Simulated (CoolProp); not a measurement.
Values from CoolProp's reference Helmholtz-energy equation of state, Lemmon 2005. It is a short technical equation, of lower accuracy than the large ones.

Problem. Give the vapour pressure (bar), liquid density (kg/m³), vapour Z, surface tension (mN/m) of saturated isobutene at 296.1, 304.1, 343.9 K.

Solution. 
```
T (K)  p (bar)  liquid density (kg/m³)  vapour Z  surface tension (mN/m)
-----  -------  ----------------------  --------  ----------------------
296.1     2.86                     591     0.914                    12.0
304.1     3.64                     581     0.900                    11.0
343.9     10.0                     525     0.801                    6.50
```

Surface tension comes from a separate correlation (Mulero 2012).
